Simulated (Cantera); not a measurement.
An adiabatic, constant-volume homogeneous reactor starts with C2H4 : O2 : N2 : CO2 = 1 : 4.84 : 18.2 : 2.7 (molar parts), equivalence ratio 0.62, at 1375 K and 1.00 bar. Integrator tolerance rtol = 1e-08.

Detailed kinetics in Cantera: GRI-Mech 3.0 (53 species, 325 reactions). GRI-Mech 3.0 was tuned for natural gas; its chemistry of ethylene as a main component is partial and can be far from experiment.

Problem. What does this change do: pressure from 1.00 bar to 0.330 bar?

Solution. 
```tsv
quantity	before	after
time of steepest temperature rise	74.4 µs	0.198 ms
temperature at 0.100 s	2566 K	2506 K
equilibrium temperature	2566 K	2506 K
x(C2H4) at 0.100 s	<1e-12 (gas-phase equilibrium <1e-12)	<1e-12 (gas-phase equilibrium <1e-12)
x(O2) at 0.100 s	0.0686 (gas-phase equilibrium 0.0686)	0.0708 (gas-phase equilibrium 0.0708)
x(CO2) at 0.100 s	0.151 (gas-phase equilibrium 0.151)	0.145 (gas-phase equilibrium 0.145)
x(CH4) at 0.100 s	<1e-12 (gas-phase equilibrium <1e-12)	<1e-12 (gas-phase equilibrium <1e-12)
x(C2H) at 0.100 s	<1e-12 (gas-phase equilibrium <1e-12)	<1e-12 (gas-phase equilibrium <1e-12)
x(C2H2) at 0.100 s	<1e-12 (gas-phase equilibrium <1e-12)	<1e-12 (gas-phase equilibrium <1e-12)
```

Problem. What does this change do: constant pressure in place of constant volume?

Solution. 
```csv
quantity,before,after
time of steepest temperature rise,74.4 µs,78.8 µs
temperature at 0.100 s,2566 K,2410 K
equilibrium temperature,2566 K,2410 K
x(C2H4) at 0.100 s,<1e-12 (gas-phase equilibrium <1e-12),<1e-12 (gas-phase equilibrium <1e-12)
x(O2) at 0.100 s,0.0686 (gas-phase equilibrium 0.0686),0.0677 (gas-phase equilibrium 0.0676)
x(CO2) at 0.100 s,0.151 (gas-phase equilibrium 0.151),0.160 (gas-phase equilibrium 0.160)
x(CH4) at 0.100 s,<1e-12 (gas-phase equilibrium <1e-12),<1e-12 (gas-phase equilibrium <1e-12)
x(C2H) at 0.100 s,<1e-12 (gas-phase equilibrium <1e-12),<1e-12 (gas-phase equilibrium <1e-12)
x(C2H2) at 0.100 s,<1e-12 (gas-phase equilibrium <1e-12),<1e-12 (gas-phase equilibrium <1e-12)
```
